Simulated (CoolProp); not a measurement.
R1224YDZ along the isobar 0.862 MPa: fugacity coefficient from the reference equation and from simpler models built on Tc = 428.7 K, pc = 3.334 MPa, ω = 0.325; each cubic takes its own stable root.

Model: reference Helmholtz-energy equation of state, Akasaka 2023, in CoolProp.

| T (K) | phase | reference | Soave-Redlich-Kwong | Peng-Robinson |
|---|---|---|---|---|
| 342.3 | liquid | 0.5736 | … | 0.5737 |
| 351 | liquid | 0.6955 | 0.7100 | 0.6951 |
| 368.5 | gas | 0.8489 | 0.8562 | 0.8466 |
| 377.2 | gas | 0.8614 | 0.8667 | 0.8571 |
| 385.9 | gas | 0.8723 | 0.8762 | 0.8668 |
| 394.6 | gas | … | 0.8850 | … |
| 403.4 | gas | … | 0.8932 | 0.8839 |
| 412.1 | gas | 0.8989 | 0.9006 | 0.8915 |
| 420.8 | gas | 0.9060 | 0.9075 | … |
| 429.5 | gas | 0.9125 | 0.9138 | 0.9049 |
| 438.3 | gas | 0.9185 | 0.9197 | 0.9110 |
| 447 | gas | … | 0.9252 | 0.9165 |
| 455.7 | gas | 0.9289 | 0.9302 | 0.9217 |
| 464.4 | gas | 0.9335 | … | … |
| 473.1 | gas | 0.9377 | 0.9393 | 0.9310 |

Fill in the missing entries.


- 342.3, Soave-Redlich-Kwong: 0.5854
- 394.6, reference: 0.8821
- 394.6, Peng-Robinson: 0.8756
- 403.4, reference: 0.8910
- 420.8, Peng-Robinson: 0.8984
- 447, reference: 0.9239
- 464.4, Soave-Redlich-Kwong: 0.9349
- 464.4, Peng-Robinson: 0.9265
